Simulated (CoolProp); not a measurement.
The fluid at 295 K and 0.31 MPa expands adiabatically to 0.0267 MPa with isentropic efficiency 0.9. The same conditions are run with several fluids, on thermodynamics alone (safety and materials aside).

Values from CoolProp's reference Helmholtz-energy equation of state of each fluid (fluorine: de Reuck 1990; R13: Platzer 1990; nitrogen: Span 2000; R134a: Tillner-Roth 1994; propane: Lemmon 2009). The equations of Platzer and Polt are older, rougher fits.

Question: Rank fluorine, R13, nitrogen, R134a, propane by work (kJ/kg), highest first.

Answer: nitrogen (139), fluorine (104), propane (102), R134a (44.7), R13 (43.3)

```json
[
 {"fluid": "fluorine", "final temperature (K)": "164.2", "final density (kg/m³)": "0.744"},
 {"fluid": "R13", "final temperature (K)": "217.9", "final density (kg/m³)": "1.55"},
 {"fluid": "nitrogen", "final temperature (K)": "161.1", "final density (kg/m³)": "0.559"},
 {"fluid": "R134a", "final temperature (K)": "230.3", "final density (kg/m³)": "1.44"},
 {"fluid": "propane", "final temperature (K)": "221.3", "final density (kg/m³)": "0.647"}
]
```
